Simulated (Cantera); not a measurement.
Mixture: CH4 : O2 : N2 : CO2 = 1 : 3.51 : 13.2 : 1 (molar parts), equivalence ratio 0.57, at 1050 Torr, adiabatic and at constant pressure. Ignition delay is the time to a rise of 400 K.

Cantera simulation using GRI-Mech 3.0 (53 species, 325 reactions); the numbers are that mechanism's predictions, not measurements.

Q: Predict: delay at 1200 K; delay at 1250 K; delay at 1300 K; delay at 1350 K; delay at 1400 K; delay at 1450 K; delay at 1500 K; apparent activation energy between 1400 and 1500 K.

A: 
| Quantity | Value |
|---|---|
| delay at 1200 K | 27.7 ms |
| delay at 1250 K | 14.0 ms |
| delay at 1300 K | 7.34 ms |
| delay at 1350 K | 3.99 ms |
| delay at 1400 K | 2.25 ms |
| delay at 1450 K | 1.32 ms |
| delay at 1500 K | 0.803 ms |
| apparent activation energy between 1400 and 1500 K | 180 kJ/mol |
